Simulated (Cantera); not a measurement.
A freely propagating, adiabatic, planar premixed flame of 40.3 % H₂, 12.6 % O₂, 47.1 % N₂, unburnt at 373 K and 0.987 atm; mixture-averaged transport, grid criteria slope 0.08 and curve 0.16, no radiation.

Model: the H2/O2 subset of GRI-Mech 3.0, which has no nitrogen chemistry, integrated in Cantera. Burning velocities carry a grid error of a few per cent, more on coarse grids.

x: mole fraction of selected species; z is measured from the peak of heat release.

```csv
z (mm),T (K),u (m/s),x H₂,x O₂,x H,x OH,x O,x H₂O₂
-1.08,373,4.30,0.403,0.126,<1e-8,<1e-8,<1e-8,<1e-8
-0.723,373,4.30,0.403,0.126,<1e-8,<1e-8,<1e-8,<1e-8
-0.542,373,4.30,0.403,0.126,<1e-8,<1e-8,<1e-8,<1e-8
-0.361,373,4.30,0.403,0.126,<1e-8,<1e-8,<1e-8,<1e-8
-0.181,388,4.44,0.399,0.126,7.50e-6,1.25e-5,(withheld),5.66e-6
-0.0903,660,7.34,0.365,0.121,0.00444,0.00107,(withheld),7.86e-5
0,1114,12.0,0.276,0.0903,0.0341,0.00187,(withheld),8.01e-6
0.0903,1432,15.2,0.181,0.0352,0.0689,0.00478,(withheld),2.05e-6
0.181,1583,16.8,0.144,0.0106,0.0785,0.00625,(withheld),1.29e-6
0.361,1719,18.1,0.139,0.00289,0.0707,0.00723,(withheld),7.57e-7
0.723,1850,19.3,0.146,0.00176,0.0555,0.00746,(withheld),4.05e-7
1.45,1975,20.4,0.153,0.00104,0.0405,0.00685,(withheld),2.06e-7
2.89,2079,21.3,0.158,0.000535,0.0279,0.00557,(withheld),1.06e-7
```

Problem. Some entries are withheld; supply them.

Solution. 
- -0.181, x O: 1.66e-6
- -0.0903, x O: 0.000178
- 0, x O: 0.00255
- 0.0903, x O: 0.00520
- 0.181, x O: 0.00418
- 0.361, x O: 0.00301
- 0.723, x O: 0.00217
- 1.45, x O: 0.00134
- 2.89, x O: 0.000704
